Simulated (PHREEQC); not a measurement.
Dissolve 0.019 mol Pb(NO3)2, 0.086 mol MgSO4 and 0.0011 mol Na2SO4 per kg of water at 55 °C. Closed to the air; pH follows from the charge balance.

All values are PHREEQC results (ion-association model, phreeqc.dat), not measurements.

| quantity | before | after |
|---|---|---|
| pH | 5.30 | 5.29 |
| ionic strength (mol/kgw) | 0.169 | 0.203 |
| SO4-2 (mol/kgw) | 0.0274 | 0.0352 |
| NaSO4- (mol/kgw) | 0.000100 | 0.000108 |
| HSO4- (mol/kgw) | 1.10e-5 | 6.91e-6 |

Q: What was changed between the two runs?
(A) Pb(NO3)2 from 0.019 to 0.0285 mol/kgw
(B) MgSO4 from 0.086 to 0.129 mol/kgw
(C) Pb(NO3)2 left out
(D) temperature from 55 to 25 °C
(E) MgSO4 left out

A: D, temperature from 55 to 25 °C

Precipitation was switched off in this run. Some of these states are supersaturated (in Anglesite, Pb(OH)2, for instance). Away from 25 °C the constants follow the database's enthalpies or fits; those with neither stay at their 25 °C values.
